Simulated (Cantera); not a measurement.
Charge: 1 mol Mg(OH)2, 1.6 mol H2O, held at 1650 K and 1000 Pa.

Equilibrium computed with Cantera from the NASA thermochemical tables; the gas is ideal and each condensed phase is pure. Candidate condensed phases: H2O, Mg, MgO, Mg(OH)2; 15 gas species. The numbers say what is thermodynamically allowed, not how fast it happens.

Base state: H2O 0.995, H2 0.00313, O2 0.00139, OH 0.000730, H 5.08e-5 (mole fractions); condensed: MgO(s).

Task: What changes in the equilibrium state with this change: temperature from 1650 K to 548.15 K?

Result: 
```
species        before  after
-----------  --------  -----
H2O             0.995   1.00
H2            0.00313  <1e-9
O2            0.00139  <1e-9
OH           0.000730  <1e-9
H             5.08e-5  <1e-9
MgO(s), mol     1.000   1.00
```
